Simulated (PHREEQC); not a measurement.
0.16 g of hydrous ferric oxide (600 m²/g; 0.2 weak and 0.005 strong sites per Fe, Dzombak-Morel constants, diffuse double layer) in 1 kg of water with 0.01 mol/kgw of an inert sodium salt, at 25 °C; the pH is set by adding NaOH or the inert anion's acid. Oxygen is held at 0.21 atm. The system is closed to CO2. Nothing may precipitate in this run.

Base run: PHREEQC, ion-association model, wateq4f.dat. Each further column changes one thing. The table gives surface charge σ (C/m²).

```json
[
 {"pH": "3", "base": "0.325", "background salt from 0.01 to 0.001 mol/kgw": "0.255", "oxide from 0.16 to 0.8 g/kgw": "0.327", "0.0013 mol/kgw BaCl2 added": "0.334"},
 {"pH": "4.5", "base": "0.160", "background salt from 0.01 to 0.001 mol/kgw": "0.079", "oxide from 0.16 to 0.8 g/kgw": "0.162", "0.0013 mol/kgw BaCl2 added": "0.175"},
 {"pH": "5.5", "base": "0.077", "background salt from 0.01 to 0.001 mol/kgw": "0.031", "oxide from 0.16 to 0.8 g/kgw": "0.077", "0.0013 mol/kgw BaCl2 added": "0.086"},
 {"pH": "7", "base": "0.017", "background salt from 0.01 to 0.001 mol/kgw": "0.006", "oxide from 0.16 to 0.8 g/kgw": "0.017", "0.0013 mol/kgw BaCl2 added": "0.021"},
 {"pH": "8.5", "base": "-0.005", "background salt from 0.01 to 0.001 mol/kgw": "-0.002", "oxide from 0.16 to 0.8 g/kgw": "-0.005", "0.0013 mol/kgw BaCl2 added": "-0.004"},
 {"pH": "9.5", "base": "-0.024", "background salt from 0.01 to 0.001 mol/kgw": "-0.009", "oxide from 0.16 to 0.8 g/kgw": "-0.024", "0.0013 mol/kgw BaCl2 added": "-0.011"},
 {"pH": "11", "base": "-0.099", "background salt from 0.01 to 0.001 mol/kgw": "-0.054", "oxide from 0.16 to 0.8 g/kgw": "-0.100", "0.0013 mol/kgw BaCl2 added": "-0.012"}
]
```

The oxide is taken as insoluble; below pH 4 it would dissolve.
